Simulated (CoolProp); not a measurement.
Properties of hexamethyldisiloxane (MM) along the isobar 2.83 MPa (Tc = 518.7 K, pc = 1.931 MPa, ω = 0.418).

Values from CoolProp's reference Helmholtz-energy equation of state, Thol 2016.

```json
[
 {"T (K)": "498", "phase": "liquid", "density (kg/m³)": "499.8", "Joule-Thomson coefficient (K/MPa)": "0.9572", "isothermal compressibility (1/MPa)": "0.03706"},
 {"T (K)": "506.7", "phase": "liquid", "density (kg/m³)": "479.0", "Joule-Thomson coefficient (K/MPa)": "1.350", "isothermal compressibility (1/MPa)": "0.05107"},
 {"T (K)": "515.4", "phase": "liquid", "density (kg/m³)": "454.6", "Joule-Thomson coefficient (K/MPa)": "1.978", "isothermal compressibility (1/MPa)": "0.07605"},
 {"T (K)": "524.1", "phase": "supercritical", "density (kg/m³)": "424.3", "Joule-Thomson coefficient (K/MPa)": "3.114", "isothermal compressibility (1/MPa)": "0.1285"},
 {"T (K)": "532.9", "phase": "supercritical", "density (kg/m³)": "382.1", "Joule-Thomson coefficient (K/MPa)": "5.589", "isothermal compressibility (1/MPa)": "0.2723"},
 {"T (K)": "541.6", "phase": "supercritical", "density (kg/m³)": "317.7", "Joule-Thomson coefficient (K/MPa)": "10.92", "isothermal compressibility (1/MPa)": "0.7043"},
 {"T (K)": "550.3", "phase": "supercritical", "density (kg/m³)": "246.4", "Joule-Thomson coefficient (K/MPa)": "14.24", "isothermal compressibility (1/MPa)": "0.9369"},
 {"T (K)": "559", "phase": "supercritical", "density (kg/m³)": "204.2", "Joule-Thomson coefficient (K/MPa)": "13.28", "isothermal compressibility (1/MPa)": "0.7998"},
 {"T (K)": "567.7", "phase": "supercritical", "density (kg/m³)": "179.6", "Joule-Thomson coefficient (K/MPa)": "11.74", "isothermal compressibility (1/MPa)": "0.6898"},
 {"T (K)": "576.4", "phase": "supercritical", "density (kg/m³)": "163.1", "Joule-Thomson coefficient (K/MPa)": "10.38", "isothermal compressibility (1/MPa)": "0.6175"},
 {"T (K)": "585.1", "phase": "supercritical", "density (kg/m³)": "151.0", "Joule-Thomson coefficient (K/MPa)": "9.282", "isothermal compressibility (1/MPa)": "0.5681"},
 {"T (K)": "593.9", "phase": "supercritical", "density (kg/m³)": "141.4", "Joule-Thomson coefficient (K/MPa)": "8.378", "isothermal compressibility (1/MPa)": "0.5322"},
 {"T (K)": "602.6", "phase": "supercritical", "density (kg/m³)": "133.8", "Joule-Thomson coefficient (K/MPa)": "7.643", "isothermal compressibility (1/MPa)": "0.5056"},
 {"T (K)": "611.3", "phase": "supercritical", "density (kg/m³)": "127.3", "Joule-Thomson coefficient (K/MPa)": "7.026", "isothermal compressibility (1/MPa)": "0.4848"},
 {"T (K)": "620", "phase": "supercritical", "density (kg/m³)": "121.9", "Joule-Thomson coefficient (K/MPa)": "6.501", "isothermal compressibility (1/MPa)": "0.4682"}
]
```
